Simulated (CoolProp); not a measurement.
Chlorine along the isotherm 16.45 °C: fugacity coefficient from the reference equation and from simpler models built on Tc = 143.7 °C, pc = 7.642 MPa, ω = 0.070; each cubic takes its own stable root.

The numbers come from the reference Helmholtz-energy equation of state, Thol 2021 in CoolProp.

```
p (MPa)   phase  reference
-------  ------  ---------
0.0604      gas     0.9918
0.102       gas     0.9861
0.172       gas     0.9766
0.29        gas     0.9606
0.49        gas     0.9333
0.827    liquid     0.6801
1.4      liquid     0.4065
2.36     liquid     0.2460
3.98     liquid     0.1508
6.71     liquid    0.09463
11.3     liquid    0.06172
19.1     liquid    0.04276
```

### Question
How far does each simpler model (Redlich-Kwong, Soave-Redlich-Kwong, Peng-Robinson) lie from the reference over these 12 states: mean and median of the absolute difference, and the worst?

### Answer
- Redlich-Kwong: mean 2.7 %, median 3.4 %, worst +6.5 % at 16.45 °C and 19.1 MPa
- Soave-Redlich-Kwong: mean 1.2 %, median 1.0 %, worst +4.0 % at 16.45 °C and 19.1 MPa
- Peng-Robinson: mean 0.4 %, median 0.3 %, worst -0.9 % at 16.45 °C and 19.1 MPa
